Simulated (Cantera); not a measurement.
Input: 1 mol TEOS, 1.1 mol O2, 0.11 mol H2, equilibrated at 823.15 K and 3.40 mbar.

Method: chemical equilibrium by Gibbs-energy minimisation in Cantera with the NASA 1993 tables (ideal gas, pure condensed phases). Candidate condensed phases: C, C6H6, C7H8, C8H18, H2O, Si, SiC, SiO2; 123 gas species. The feed counts by its element totals alone. Kinetics and transport are ignored.

Base state: H2 0.710, CO 0.268, CO2 0.0116, H2O 0.00854, CH4 0.00160 (mole fractions); condensed: C(graphite) + SiO2(α-quartz).

Task: What changes in the equilibrium state with this change: H2 from 0.11 to 6.2 mol?

Result: 
| species | before | after |
|---|---|---|
| H2 | 0.710 | 0.795 |
| CO | 0.268 | 0.190 |
| H2O | 0.00854 | 0.00679 |
| CO2 | 0.0116 | 0.00587 |
| CH4 | 0.00160 | 0.00200 |
| C(graphite), mol | 4.06 | 4.01 |
| SiO2(α-quartz), mol | 1.00 | 1.00 |
